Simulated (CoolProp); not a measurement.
R1234ze(E) along the isotherm 391.8 K: density (kg/m³) from the reference equation and from simpler models built on Tc = 382.5 K, pc = 3.635 MPa, ω = 0.313; each cubic takes its own stable root.

Computed with CoolProp (reference Helmholtz-energy equation of state, Thol 2016).

```csv
p (MPa),phase,reference
0.341,gas,12.32
0.682,gas,25.49
1.02,gas,39.52
1.36,gas,54.81
1.7,gas,71.54
2.04,gas,90.09
2.39,gas,111.7
2.73,gas,136.0
3.07,gas,165.1
3.41,gas,202.2
3.75,supercritical,254.6
4.09,supercritical,350.4
4.43,supercritical,558.0
4.77,supercritical,655.9
5.11,supercritical,701.8
5.45,supercritical,732.1
```

### Question
How far does each simpler model (Redlich-Kwong, Peng-Robinson) lie from the reference over these 16 states: mean and median of the absolute difference, and the worst?

### Answer
- Redlich-Kwong: mean 4.3 %, median 0.4 %, worst -16.2 % at 391.8 K and 5.11 MPa
- Peng-Robinson: mean 4.0 %, median 1.9 %, worst -13.1 % at 391.8 K and 4.77 MPa
